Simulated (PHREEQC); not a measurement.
Make-up at 25 °C: 53 mmol/kgw NH4F. It is in equilibrium with CO2 at log p = -1 (atm). Otherwise closed; pH follows from the charge balance.

Equilibrium calculation in PHREEQC: ion-association model, phreeqc.dat.

Each row changes one thing in this solution. This is a speciation only: nothing precipitates in the calculation.

```tsv
case	pH	ionic strength (mol/kgw)	CO2 (mol/kgw)	HCO3- (mol/kgw)	(CO2)2 (mol/kgw)
as made	5.31	0.0530	0.00336	0.000372	2.10e-7
NH4F from 0.053 to 0.0265 mol/kgw	5.17	0.0265	0.00338	0.000256	2.11e-7
NH4F replaced by NaBF4 at the same molality	2.78	0.0549	0.00336	1.11e-6	2.10e-7
diluted 10-fold with water	?	0.00532	0.00340	0.000117	2.12e-7
diluted 5-fold with water	4.99	0.0106	0.00339	0.000162	2.12e-7
NH4F replaced by NH4HSO4 at the same molality	1.63	0.0991	?	8.24e-8	2.07e-7
NH4F from 0.053 to 0.265 mol/kgw	5.69	0.265	0.00320	?	2.00e-7
NH4F replaced by (CH3)4NF at the same molality	5.31	0.0530	0.00336	0.000375	2.10e-7
temperature from 25 to 90 °C	5.62	0.0526	0.00113	0.000248	1.04e-7
```

### Question
Some entries are withheld; supply them.

### Answer

- diluted 10-fold with water, pH: 4.86
- NH4F replaced by NH4HSO4 at the same molality, CO2 (mol/kgw): 0.00332
- NH4F from 0.053 to 0.265 mol/kgw, HCO3- (mol/kgw): 0.00100

Complexes and solids missing from the database can't appear. Away from 25 °C the constants follow the database's enthalpies or fits; those with neither stay at their 25 °C values. Real BF4- forms and hydrolyses slowly; the run takes it at equilibrium.
